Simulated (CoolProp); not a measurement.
Computed with CoolProp (reference Helmholtz-energy equation of state, Lemmon 2006). It is a short technical equation, of lower accuracy than the large ones.

Problem. Give the vapour pressure (kPa), liquid density (kg/m³), vapour density (kg/m³) of saturated acetone at 60.05, 149.25 °C.

Solution. 
```csv
T (°C),p (kPa),liquid density (kg/m³),vapour density (kg/m³)
60.05,116,744,2.57
149.25,1130,620,24.1
```
